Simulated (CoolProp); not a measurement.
Saturated liquid density (kg/m³) of propylene glycol: the reference equation beside estimates from Tc = 400.8 °C, pc = 7.292 MPa, ω = 0.327. Rackett uses Z = 0.29056 − 0.08775 ω.

Computed with CoolProp (reference Helmholtz-energy equation of state, Eisenbach 2021).

```csv
T (°C),reference,Rackett,Soave-Redlich-Kwong,Peng-Robinson
102.75,970.6,1093,961.0,1083
113.55,961.4,1081,951.6,1073
124.35,952.1,1068,941.8,1062
135.25,942.4,1056,931.6,1051
146.05,932.7,1043,921.0,1040
156.85,922.7,1030,910.0,1028
167.65,912.4,1017,898.6,1016
178.55,901.8,1003,886.6,1003
189.35,891.0,989.6,874.1,989.0
200.15,879.8,975.5,861.1,974.8
211.05,868.2,961.0,847.4,959.7
221.85,856.3,946.2,833.2,944.1
232.65,843.9,931.1,818.2,927.6
243.45,831.1,915.4,802.6,910.2
254.35,817.6,899.1,785.9,891.6
```

Absolute difference from the reference over all 15 rows, mean and median: Rackett 11.3 and 11.2 %, Soave-Redlich-Kwong 2.0 and 1.7 %, Peng-Robinson 10.9 and 11.2 %.
